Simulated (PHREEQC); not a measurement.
Solution (25 °C): 0.14 mol ZnCl2, 0.013 mol H3BO3 and 0.0072 mol FeSO4 per kg of water. Closed to the air; pH follows from the charge balance.

The numbers come from PHREEQC with the ion-association model, phreeqc.dat.

Each row changes one thing in this solution. This is a speciation only: nothing precipitates in the calculation.

```tsv
case	pH	ionic strength (mol/kgw)	Cl- (mol/kgw)	Zn+2 (mol/kgw)	ZnCl+ (mol/kgw)	ZnSO4 (mol/kgw)	SI of Zn(OH)2(e) (Zn(OH)2)	SI of Melanterite (FeSO4:7H2O)
as made	4.93	0.386	0.254	0.115	0.0185	0.00390	-3.21	-3.75
ZnCl2 from 0.14 to 0.014 mol/kgw	…	…	0.0275	…	0.000376	0.00211	-2.97	…
H3BO3 from 0.013 to 0.0117 mol/kgw	4.93	0.386	0.254	0.115	0.0185	0.00390	-3.21	-3.75
```

**Question.** Complete the blanks.

**Answer.** 
- ZnCl2 from 0.14 to 0.014 mol/kgw, pH: 5.41
- ZnCl2 from 0.14 to 0.014 mol/kgw, ionic strength (mol/kgw): 0.0575
- ZnCl2 from 0.14 to 0.014 mol/kgw, Zn+2 (mol/kgw): 0.0114
- ZnCl2 from 0.14 to 0.014 mol/kgw, SI of Melanterite (FeSO4:7H2O): -3.08
